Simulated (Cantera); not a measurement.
MgCO₃ + H₂O (calcination and drying)

Feed: 1 mol MgCO₃, 1.1 mol H₂O, at 300 °C and 10000 Pa.

Equilibrium computed with Cantera from the NASA thermochemical tables; the gas is ideal and each condensed phase is pure. Candidate condensed phases: C, C₆H₆, C₇H₈, C₈H₁₈, H₂O, Mg, MgCO₃, MgO, Mg(OH)₂; 116 gas species. Kinetics and transport are ignored.

- x(H₂O) = 0.733
- x(CO₂) = 0.267
- n(MgCO₃(s)) = 0.600 mol
- n(MgO(s)) = 0.400 mol
- gas amount = 1.500 mol
- log10 activity of C(graphite) (absent) = -23.55
- log10 activity of Mg(s) (absent) = -42.14
